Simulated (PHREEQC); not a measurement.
Solution (20 °C): 0.0002 mol Ag2SO4 and 0.53 mol Na2SO4 per kg of water. Closed to the air; pH follows from the charge balance.

The numbers come from PHREEQC with the ion-association model, wateq4f.dat.

```
quantity                          before   after
-------------------------------  -------  ------
pH                                  7.41    0.89
ionic strength (mol/kgw)            1.16   0.768
Na+ (mol/kgw)                      0.847   0.479
SO4-2 (mol/kgw)                    0.317   0.119
NaSO4- (mol/kgw)                   0.213  0.0510
HSO4- (mol/kgw)                  2.53e-7   0.360
SI of Mirabilite (Na2SO4:10H2O)    -0.51   -1.36
```

Q: Name the change that produced these shifts.
A. Na2SO4 replaced by NaHSO4 at the same molality
B. temperature from 20 to 15 °C
C. Na2SO4 replaced by NaHCO3 at the same molality
D. Ag2SO4 replaced by Rb2SO4 at the same molality
E. Ag2SO4 from 0.0002 to 0.00022 mol/kgw

A: A, Na2SO4 replaced by NaHSO4 at the same molality

This is a speciation only: nothing precipitates in the calculation. The ionic strength passes 0.7 mol/kgw, the rough limit of the ion-association models, in every such run.
